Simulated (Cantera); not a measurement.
An isothermal, constant-pressure homogeneous reactor starts with H2 : O2 = 0.069 : 1 (molar parts), equivalence ratio 0.035, at 1073 K and 1330 Pa.

Model: GRI-Mech 3.0 (53 species, 325 reactions), integrated in Cantera. Radical loss at walls, strong at low pressure, is not modelled. The temperature is held fixed by assumption; the heat of reaction is taken as removed at once.

x: mole fraction; the columns are a selection and need not sum to one.

| t (s) | x H2 | x O2 | x OH | x O | x H2O2 |
|---|---|---|---|---|---|
| 1.00e-6 | 0.0645 | 0.935 | <1e-12 | <1e-12 | <1e-12 |
| 5.37e-6 | 0.0645 | 0.935 | <1e-12 | <1e-12 | <1e-12 |
| 2.89e-5 | 0.0645 | 0.935 | 1.47e-11 | 1.61e-11 | <1e-12 |
| 0.000155 | 0.0645 | 0.935 | 2.43e-10 | 3.53e-10 | <1e-12 |
| 0.000833 | 0.0645 | 0.935 | ? | 2.56e-8 | 2.06e-12 |
| 0.00447 | 0.0103 | 0.902 | ? | 0.0222 | 3.19e-7 |
| 0.0240 | 0.000588 | 0.919 | ? | 0.0127 | 1.24e-7 |
| 0.129 | 3.97e-5 | 0.932 | ? | 0.000869 | 9.79e-8 |
| 0.693 | 1.60e-6 | 0.933 | ? | 3.73e-5 | 3.05e-8 |
| 3.72 | 1.15e-7 | 0.933 | ? | 2.85e-6 | 6.27e-9 |
| 20.0 | 1.36e-8 | 0.933 | ? | 3.51e-7 | 1.20e-9 |

**Question.** What belongs in the gaps?

**Answer.** 
- 0.000833, x OH: 1.37e-8
- 0.00447, x OH: 0.00473
- 0.0240, x OH: 0.00171
- 0.129, x OH: 0.000436
- 0.693, x OH: 9.08e-5
- 3.72, x OH: 2.52e-5
- 20.0, x OH: 8.82e-6
